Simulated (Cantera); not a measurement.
# Adiabatic ignition

An adiabatic, constant-volume homogeneous reactor starts with 4.90 % CO, 0.240 % H₂, 5.40 % CH₄, 18.8 % O₂, 70.6 % N₂, equivalence ratio 0.71, at 1475 K and 3.90 bar.

Model: GRI-Mech 3.0 (53 species, 325 reactions), integrated in Cantera.

```
t (s)     T (K)  P (bar)    x CO     x H₂   x CH₄     x CH₃     x NO₂
--------  -----  -------  ------  -------  ------  --------  --------
2.00e-6    1475     3.90  0.0490  0.00240  0.0539   6.69e-7    <1e-12
4.68e-6    1475     3.90  0.0490  0.00240  0.0539   1.79e-6    <1e-12
1.10e-5    1475     3.90  0.0490  0.00240  0.0539   5.07e-6    <1e-12
2.57e-5    1475     3.90  0.0490  0.00240  0.0539   1.62e-5    <1e-12
6.02e-5    1475     3.90  0.0490  0.00240  0.0538   5.96e-5    <1e-12
0.000141   1479     3.91  0.0490  0.00244  0.0532  0.000161    <1e-12
0.000330   1649     4.38  0.0544  0.00779  0.0349   0.00124  3.84e-11
0.000773   2865     7.55  0.0244  0.00422  <1e-12    <1e-12   1.43e-5
0.00181    2860     7.54  0.0243  0.00421  <1e-12    <1e-12   1.68e-5
0.00424    2860     7.54  0.0243  0.00421  <1e-12    <1e-12   1.68e-5
0.00993    2860     7.54  0.0243  0.00421  <1e-12    <1e-12   1.68e-5
0.0233     2860     7.54  0.0243  0.00421  <1e-12    <1e-12   1.68e-5
0.0545     2860     7.54  0.0243  0.00421  <1e-12    <1e-12   1.68e-5
0.128      2860     7.54  0.0243  0.00421  <1e-12    <1e-12   1.68e-5
0.299      2860     7.54  0.0243  0.00421  <1e-12    <1e-12   1.68e-5
0.700      2860     7.54  0.0243  0.00421  <1e-12    <1e-12   1.68e-5
```
x: mole fraction; the columns are a selection and need not sum to one.

| Item | Value |
|---|---|
| time of steepest temperature rise | 0.339 ms |
| temperature at 0.700 s | 2860 K |
| equilibrium temperature | 2860 K |
| x(CO) at 0.700 s | 0.0243 (gas-phase equilibrium 0.0243) |
| x(H₂) at 0.700 s | 0.00421 (gas-phase equilibrium 0.00421) |
| x(CH₄) at 0.700 s | <1e-12 (gas-phase equilibrium <1e-12) |
